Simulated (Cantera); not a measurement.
Source: NASA polynomial tables (part measured, part estimated), evaluated in Cantera. Values are per mole of reaction as written; species without (g) are pure solids or liquids, kept so even where they would boil at 1 bar.

Problem. Between 623 and 823 K, where is each reaction favourable under standard conditions?
- 2 Na + 2 H2O(g) = H2(g) + 2 NaOH

Solution. 
- 2 Na + 2 H2O(g) = H2(g) + 2 NaOH: ΔG° is -233 kJ at 623 K and -203 kJ at 823 K; it stays negative (K > 1). ΔH° is -319 kJ and ΔS° -141 J/K at 823 K.
